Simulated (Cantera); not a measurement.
SiH2Cl2 + HCl + H2 (silicon epitaxy and polysilicon growth)

Input: 1 mol SiH2Cl2, 0.26 mol HCl, 3.4 mol H2, equilibrated at 16000 Pa.

These are equilibrium values from Cantera (NASA tables, ideal gas, pure condensed phases), not measurements of a reactor. Candidate condensed phases: Si; 19 gas species. The tables' values for SiCl3, SiCl are old estimates; treat these amounts as uncertain. Gases not in the tables: Si2H6 and higher silanes. Kinetics and transport are ignored.

| T (°C) | log p H2 | log p HCl | log p SiCl2 | log p SiCl4 | log p SiHCl3 | log p SiCl3 | log p SiH2Cl2 | log p H | n Si(s) | n Si(l) |
|---|---|---|---|---|---|---|---|---|---|---|
| 852 | -0.87 | -2.18 | -3.16 | -1.93 | -2.38 | -3.09 | -3.74 | -7.79 | 0.435 | 0 |
| 927 | -0.88 | -1.99 | -2.74 | -2.00 | -2.44 | -2.84 | -3.78 | -7.14 | 0.444 | 0 |
| 1002 | -0.89 | -1.85 | -2.40 | -2.11 | -2.54 | -2.66 | -3.84 | -6.58 | 0.441 | 0 |
| 1077 | -0.90 | -1.74 | -2.14 | -2.30 | -2.70 | -2.56 | -3.93 | -6.07 | 0.422 | 0 |
| 1152 | -0.92 | -1.68 | -1.96 | -2.57 | -2.91 | -2.56 | -4.07 | -5.62 | 0.391 | 0 |
| 1227 | -0.93 | -1.64 | -1.85 | -2.91 | -3.18 | -2.63 | -4.25 | -5.22 | 0.361 | 0 |
| 1302 | -0.93 | -1.63 | -1.79 | -3.30 | -3.48 | -2.75 | -4.44 | -4.85 | 0.339 | 0 |
| 1377 | -0.93 | -1.62 | -1.76 | -3.69 | -3.78 | -2.89 | -4.63 | -4.51 | 0.324 | 0 |
| 1452 | -0.94 | -1.61 | -1.74 | -4.05 | -4.06 | -3.03 | -4.82 | -4.20 | 0 | 0.325 |
log p: log10 of the partial pressure in bar; n: condensed amount in mol.

From 852 °C to 1377 °C the condensed part is Si(s). At 1452 °C the condensed part is Si(l). The main Si-bearing gas is SiCl4 at 852 °C and SiCl2 at 1452 °C. The share of Si in condensed phases is highest at 927 °C (44.4 %) and lowest at 1377 °C (32.4 %).
